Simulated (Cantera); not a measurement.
Catalytic stagnation flow on Pt

A jet of CH₄ : O₂ : N₂ = 0.043 : 0.096 : 0.79 (molar parts) at 300 K and 2300 Pa hits a platinum plate 4.7 cm away at a mass flux of 0.072 kg/m²/s; the plate temperature is set and raised in steps from an oxygen-covered start.

Cantera simulation using Deutschmann's 1995 Pt surface mechanism with GRI-Mech 3.0 gas chemistry; the numbers are that mechanism's predictions, not measurements. Catalytic surfaces can have several steady states; this one follows from the mechanism file's or the stated starting coverage.

| plate T (K) | wall x CH₄ | wall x O₂ | wall x H₂O | wall x OH | wall x CO | wall x CO₂ | θ free Pt | θ O* |
|---|---|---|---|---|---|---|---|---|
| 950 | 0.0311 | 0.0709 | 0.0284 | 1.41e-7 | 2.14e-5 | 0.0187 | 0.383 | 0.617 |
| 1000 | 0.0263 | 0.0607 | 0.0372 | 3.96e-7 | 2.57e-5 | 0.0245 | 0.470 | 0.530 |
| 1050 | 0.0223 | 0.0522 | 0.0446 | 9.63e-7 | 3.06e-5 | 0.0295 | 0.554 | 0.445 |
| 1100 | 0.0191 | 0.0455 | 0.0503 | 2.10e-6 | 3.69e-5 | 0.0333 | 0.632 | 0.367 |
| 1150 | 0.0168 | 0.0405 | 0.0546 | 4.17e-6 | 4.56e-5 | 0.0362 | 0.703 | 0.297 |
| 1200 | 0.0150 | 0.0369 | 0.0577 | 7.66e-6 | 5.76e-5 | 0.0383 | 0.764 | 0.236 |
| 1250 | 0.0138 | 0.0344 | 0.0598 | 1.32e-5 | 7.47e-5 | 0.0397 | 0.815 | 0.185 |
x: mole fraction at the wall; θ: surface coverage.
